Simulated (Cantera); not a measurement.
Cantera run:

```python
import numpy as np
import cantera as ct

gas_names = """
    Cu CuO Cu2 H HO2 H2 H2O H2O2 O OH O2 O3
""".split()
cond_names = """
    Cu(cr) Cu(L) CuO(s) CuO2H2(s) Cu2O(s) Cu2O(L) H2O(s) H2O(L)
""".split()


# ... load() reads the species with a 1 bar reference pressure and builds the phases ...
atoms = {
    'Cu2O': {'Cu': 2, 'O': 1},
    'H2': {'H': 2},
}
top_T = {'CuO(s)': 1390}  # K; cautious upper limits of use, not melting points


# ... equilibrate(T, P, feed) seeds the gas with the atoms and calls Mixture.equilibrate('TP', solver="vcs", rtol=1e-11, max_steps=5000) ...
results = []
feed = {'Cu2O': 1, 'H2': 160}  # mol
P = 101325  # Pa
for T in [600, 800, 1000, 1200, 1400, 1600, 1800, 2000, 2200]:
    mix = equilibrate(T, P, feed)
    results.append((T, P, feed, dict(zip(mix.species_names, mix.species_moles))))

top = {s: max(r[3][s] / sum(r[3][g] for g in gas_names) for r in results) for s in gas_names}
cols = sorted((s for s in top if top[s] > 1e-06), key=lambda s: -top[s])[:6]
seen = [c for c in cond_names if any(r[3].get(c, 0) > 1e-12 for r in results)]
print("log10 of partial pressures in bar; condensed amounts in mol")
print(f"{'T/K':>10s}" + "".join(f"{s[:9]:>10s}" for s in cols + seen))
for T, P, feed, n in results:
    ng = sum(n[g] for g in gas_names)
    print(f"{T:10.4g}" + "".join(f"{np.log10(max(n[s] / ng * P / 1e5, 1e-99)):10.3f}" for s in cols)
          + "".join(f"{n.get(c, 0):10.4g}" for c in seen))
```

Result:

```
log10 of partial pressures in bar; condensed amounts in mol
       T/K        H2        Cu       H2O         H       Cu2        OH    Cu(cr)     Cu(L)
       600     0.003   -22.476    -2.198   -16.334   -33.228   -23.428         2         0
       800     0.003   -15.172    -2.198   -11.537   -22.789   -17.233         2         0
      1000     0.003   -10.807    -2.198    -8.643   -16.570   -13.499         2         0
      1200     0.003    -7.911    -2.198    -6.703   -12.458   -11.002         2         0
      1400     0.003    -5.870    -2.198    -5.312    -9.580    -9.215         0         2
      1600     0.003    -4.401    -2.198    -4.263    -7.546    -7.872         0     1.994
      1800     0.003    -3.266    -2.199    -3.445    -5.984    -6.826         0     1.914
      2000     0.000    -2.366    -2.201    -2.789    -4.750    -5.990         0     1.311
      2200    -0.005    -1.907    -2.205    -2.252    -4.299    -5.308         0         0
```

Equilibrium computed with Cantera from the NASA thermochemical tables; the gas is ideal and each condensed phase is pure.
